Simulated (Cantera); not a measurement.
An adiabatic, constant-volume homogeneous reactor starts with CO : H2 : O2 : N2 = 1 : 0.077 : 1.02 : 3.82 (molar parts), equivalence ratio 0.53, at 1048 K and 7500 Torr.

Detailed kinetics in Cantera: GRI-Mech 3.0 (53 species, 325 reactions). The hydrogen kinetics of GRI-Mech 3.0 are dated; newer H2 mechanisms differ, most at raised pressure.

Predict: time of steepest temperature rise; temperature at 0.600 s; equilibrium temperature; x(CO) at 0.600 s; x(H2) at 0.600 s; x(O2) at 0.600 s; x(H2O) at 0.600 s; x(O) at 0.600 s; x(OH) at 0.600 s.


| Item | Result |
|---|---|
| time of steepest temperature rise | 1.77 ms |
| temperature at 0.600 s | 2626 K |
| equilibrium temperature | 2626 K |
| x(CO) at 0.600 s | 0.00891 (gas-phase equilibrium 0.00891) |
| x(H2) at 0.600 s | 9.86e-5 (gas-phase equilibrium 9.86e-5) |
| x(O2) at 0.600 s | 0.0835 (gas-phase equilibrium 0.0835) |
| x(H2O) at 0.600 s | 0.0127 (gas-phase equilibrium 0.0127) |
| x(O) at 0.600 s | 0.00159 (gas-phase equilibrium 0.00159) |
| x(OH) at 0.600 s | 0.00273 (gas-phase equilibrium 0.00273) |
